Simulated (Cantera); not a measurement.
Equilibrium for aluminium nitride and oxide growth: AlCl3 + NH3 + N2

Feed: 1 mol AlCl3, 110 mol NH3, 1.1 mol N2, equilibrated at 10.0 Torr.

Method: chemical equilibrium by Gibbs-energy minimisation in Cantera with the NASA 1993 tables (ideal gas, pure condensed phases). Candidate condensed phases: Al, AlCl3, AlN, NH4Cl; 20 gas species. The tables' values for AlCl2 are old estimates; treat these amounts as uncertain. Equilibrium is a limit: real reactors are often held back by kinetics, nucleation or transport.

| T (°C) | log p H2 | log p N2 | log p H | log p HCl | n AlN(s) |
|---|---|---|---|---|---|
| 602 | -2.01 | -2.48 | -11.30 | -3.75 | 0.986 |
| 802 | -2.01 | -2.48 | -8.84 | -3.75 | 0.981 |
| 1002 | -2.01 | -2.48 | -7.14 | -3.76 | 0.972 |
| 1202 | -2.01 | -2.48 | -5.89 | -3.79 | 0.759 |
| 1402 | -2.01 | -2.47 | -4.94 | -3.93 | 0 |
| 1602 | -2.01 | -2.48 | -4.19 | -3.93 | 0 |
| 1802 | -2.02 | -2.48 | -3.58 | -3.93 | 0 |
log p: log10 of the partial pressure in bar; n: condensed amount in mol.

From 602 °C to 1202 °C the condensed part is AlN(s). From 1402 °C to 1802 °C nothing is condensed. The main Al-bearing gas is AlCl3 at 602 °C and AlCl at 1802 °C.
